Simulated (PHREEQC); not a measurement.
Make-up at 40 °C: 0.13 mol/kgw CuCl2, 0.05 mol/kgw HNO3 and 0.00059 mol/kgw H3BO3. Closed to the air; pH follows from the charge balance.

All values are PHREEQC results (ion-association model, wateq4f.dat), not measurements.

Precipitation was switched off in this run.

Q: Order these Cu species by the share of Cu that they hold, largest first: CuCl2, Cu+2, CuCl+.

A: Cu+2 (75 %), CuCl+ (24 %), CuCl2 (1.4 %)

Q: Order these Cl species by the share of Cl that they hold, largest first: CuCl2, CuCl+, Cl-.

A: Cl- (87 %), CuCl+ (12 %), CuCl2 (1.4 %)

The pH is 1.42 and the ionic strength 0.373 mol/kgw. At this temperature some constants are extrapolated from 25 °C, and those without enthalpy data are left unchanged.
